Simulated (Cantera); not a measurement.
A perfectly stirred reactor is fed with CH4 : H2O : H2 = 1 : 1 : 0.36 (molar parts), at 750 Torr; it is held at 1800 K, and followed from long to short residence time.

Cantera simulation using GRI-Mech 3.0 (53 species, 325 reactions); the numbers are that mechanism's predictions, not measurements.

### Question
What does this change do: temperature 1800 to 1825 K?

### Answer
| quantity | before | after |
|---|---|---|
| x(CH4) at τ = 0.510 s | 0.0254 | 0.0213 |
| x(H2O) at τ = 0.510 s | 0.123 | 0.109 |
| x(H2) at τ = 0.510 s | 0.663 | 0.677 |
| x(H) at τ = 0.510 s | 0.000289 | 0.000361 |
| x(HCO) at τ = 0.510 s | 2.38e-8 | 3.00e-8 |
| x(CH4) at τ = 48.0 ms | 0.0665 | 0.0563 |
| x(H2O) at τ = 48.0 ms | 0.248 | 0.230 |
| x(H2) at τ = 48.0 ms | 0.541 | 0.562 |
| x(H) at τ = 48.0 ms | 0.000247 | 0.000315 |
| x(HCO) at τ = 48.0 ms | 1.45e-8 | 1.93e-8 |

### Question
What does this change do: pressure from 750 Torr to 1200 Torr?

### Answer
```
quantity                 before     after
---------------------  --------  --------
x(CH4) at τ = 0.510 s    0.0254    0.0257
x(H2O) at τ = 0.510 s     0.123     0.115
x(H2) at τ = 0.510 s      0.663     0.669
x(H) at τ = 0.510 s    0.000289  0.000231
x(HCO) at τ = 0.510 s   2.38e-8   3.09e-8
x(CH4) at τ = 48.0 ms    0.0665    0.0640
x(H2O) at τ = 48.0 ms     0.248     0.238
x(H2) at τ = 48.0 ms      0.541     0.551
x(H) at τ = 48.0 ms    0.000247  0.000201
x(HCO) at τ = 48.0 ms   1.45e-8   1.52e-8
```
